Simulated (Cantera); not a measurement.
An isothermal plug-flow reactor at 500 K and 4.93 atm (inlet), inlet velocity 3.9 m/s, active area per volume 430 1/m; feed H₂ : O₂ : N₂ = 0.014 : 0.032 : 0.79 (molar parts).

Computed with Cantera and Deutschmann's 1995 Pt surface mechanism with GRI-Mech 3.0 gas chemistry. Catalytic surfaces can have several steady states; this one follows from the mechanism file's or the stated starting coverage. Mass transfer to the wall is taken as infinitely fast.

Task: What does this change do: inlet velocity 3.9 to 2.4 m/s?

Result: 
```csv
quantity,before,after
x(H₂) at z = 0.0032 m,0.00204,0.00129
x(O₂) at z = 0.0032 m,0.0311,0.0308
x(H₂O) at z = 0.0032 m,0.0148,0.0156
θ(free Pt) at the exit,0.0960,0.0615
θ(O*) at the exit,0.803,0.854
θ(OH*) at the exit,0.0992,0.0831
```
